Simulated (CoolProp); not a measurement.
500 sccm (0 °C, 1 atm) of nitrogen bubbles through liquid methanol at 310.3 K and leaves saturated at a total pressure of 0.114 MPa (ideal gas phase). Each further row changes one setting.

Values from CoolProp's reference Helmholtz-energy equation of state, de Reuck 1993.

```json
[
 {"case": "as stated", "vapour pressure (kPa)": "31.1", "mole fraction of vapour": "0.272", "delivery (mg/min)": "268", "delivery (sccm)": "[?]", "change of delivery for a bath 1 K warmer (%)": "[?]"},
 {"case": "bath temperature 315.3 K", "vapour pressure (kPa)": "[?]", "mole fraction of vapour": "[?]", "delivery (mg/min)": "375", "delivery (sccm)": "[?]", "change of delivery for a bath 1 K warmer (%)": "7.3"},
 {"case": "total pressure 0.228 MPa", "vapour pressure (kPa)": "31.1", "mole fraction of vapour": "[?]", "delivery (mg/min)": "[?]", "delivery (sccm)": "78.9", "change of delivery for a bath 1 K warmer (%)": "[?]"}
]
```

Question: Some entries are withheld; supply them.

Answer: 
- as stated, delivery (sccm): 187
- as stated, change of delivery for a bath 1 K warmer (%): 6.8
- bath temperature 315.3 K, vapour pressure (kPa): 39.2
- bath temperature 315.3 K, mole fraction of vapour: 0.344
- bath temperature 315.3 K, delivery (sccm): 262
- total pressure 0.228 MPa, mole fraction of vapour: 0.136
- total pressure 0.228 MPa, delivery (mg/min): 113
- total pressure 0.228 MPa, change of delivery for a bath 1 K warmer (%): 5.7
